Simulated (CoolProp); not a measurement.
Vapour-liquid equilibrium of propylene (1) + R152A (2) at -6.15 °C; x and y are mole fractions of (1).

Computed with CoolProp (multi-fluid Helmholtz-energy mixture model, Lemmon 2013 and Outcalt 1996; pair parameters Bell 2016).

```csv
x,"bubble pressure, mixture model (MPa)","bubble pressure, Raoult's law (MPa)","y, mixture model","y, Raoult's law"
0.05,0.2495,0.2241,0.187,0.108
0.125,0.2998,0.2447,0.361,0.247
0.2,0.3411,0.2652,0.472,0.365
0.275,0.3745,0.2857,0.548,0.466
0.35,0.4013,0.3062,0.605,0.553
0.425,0.4229,0.3267,0.650,0.630
0.5,0.4405,0.3472,0.689,0.697
0.575,0.4548,0.3677,0.724,0.757
0.65,0.4667,0.3882,0.758,0.810
0.725,0.4763,0.4087,0.794,0.858
0.8,0.4836,0.4293,0.834,0.902
0.875,0.4879,0.4498,0.883,0.942
0.95,0.4878,0.4703,0.946,0.978
```

The largest gap from Raoult's law is +31.1 % in bubble pressure, at x = 0.275. y crosses x between x = 0.875 and 0.95: the model has an azeotrope there.

The pair parameters rest on a limited set of measurements; away from them the model extrapolates.
